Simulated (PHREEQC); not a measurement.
Solution (25 °C): 0.0043 mol (NH4)2CO3 per kg of water. Closed to the air; pH follows from the charge balance.

The numbers come from PHREEQC with the ion-association model, wateq4f.dat.

Precipitation was switched off in this run.

What pH does the model give?

pH 9.20.

In which forms is C present?

HCO3- 91 %, CO3-2 8.5 % of the C.
